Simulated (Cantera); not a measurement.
**Adiabatic ignition**

An adiabatic, constant-volume homogeneous reactor starts with CH4 : O2 : N2 : H2O = 1 : 0.909 : 4.55 : 0.36 (molar parts), at 1775 K and 1200 Torr.

Model: GRI-Mech 3.0 (53 species, 325 reactions), integrated in Cantera.

| t (s) | T (K) | P (bar) | x CH4 | x O2 | x H2O | x H2 | x O | x NO |
|---|---|---|---|---|---|---|---|---|
| 1.00e-6 | 1775 | 1.60 | 0.147 | 0.133 | 0.0528 | 6.62e-6 | 1.67e-7 | <1e-12 |
| 5.85e-6 | 1774 | 1.60 | 0.146 | 0.133 | 0.0528 | 4.55e-5 | 3.00e-7 | 1.05e-12 |
| 3.42e-5 | 1774 | 1.60 | 0.145 | 0.133 | 0.0536 | 0.000592 | 1.53e-6 | 2.41e-11 |
| 0.000200 | 2713 | 2.86 | 1.53e-7 | 3.54e-5 | 0.131 | 0.158 | 0.000107 | 0.000471 |
| 0.00117 | 2695 | 2.84 | 4.14e-11 | 4.98e-5 | 0.130 | 0.157 | 0.000149 | 0.000448 |
| 0.00684 | 2695 | 2.84 | 4.12e-11 | 4.99e-5 | 0.130 | 0.157 | 0.000149 | 0.000416 |
| 0.0400 | 2695 | 2.84 | 4.12e-11 | 4.99e-5 | 0.130 | 0.157 | 0.000149 | 0.000416 |
| 0.234 | 2695 | 2.84 | 4.12e-11 | 4.99e-5 | 0.130 | 0.157 | 0.000149 | 0.000416 |
| 1.37 | 2695 | 2.84 | 4.12e-11 | 4.99e-5 | 0.130 | 0.157 | 0.000149 | 0.000416 |
| 8.00 | 2695 | 2.84 | 4.12e-11 | 4.99e-5 | 0.130 | 0.157 | 0.000149 | 0.000416 |
x: mole fraction; the columns are a selection and need not sum to one.

time of steepest temperature rise: 0.124 ms
temperature at 8.00 s: 2695 K
equilibrium temperature: 2695 K
x(CH4) at 8.00 s: 4.12e-11 (gas-phase equilibrium 4.64e-11)
x(O2) at 8.00 s: 4.99e-5 (gas-phase equilibrium 4.99e-5)
x(H2O) at 8.00 s: 0.130 (gas-phase equilibrium 0.130)
